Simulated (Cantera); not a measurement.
A closed system holds: 1 mol CH3Cl, 0.048 mol CH4, 0.083 mol H2, at 1877 °C and 3200 Pa.

Equilibrium computed with Cantera from the NASA thermochemical tables; the gas is ideal and each condensed phase is pure. Candidate condensed phases: C, C6H6, C7H8, C8H18; 91 gas species. Rates play no part.

Base state: H2 0.529, HCl 0.442, H 0.0172, Cl 0.0105, C2H2 (acetylene) 0.00103 (mole fractions); condensed: C(graphite).

### Question
What changes in the equilibrium state with this change: pressure from 3200 Pa to 1000 Pa?

### Answer
| species | before | after |
|---|---|---|
| H2 | 0.529 | 0.521 |
| HCl | 0.442 | 0.429 |
| H | 0.0172 | 0.0304 |
| Cl | 0.0105 | 0.0184 |
| C2H2 (acetylene) | 0.00103 | 0.00101 |
| C(graphite), mol | 1.04 | 1.04 |
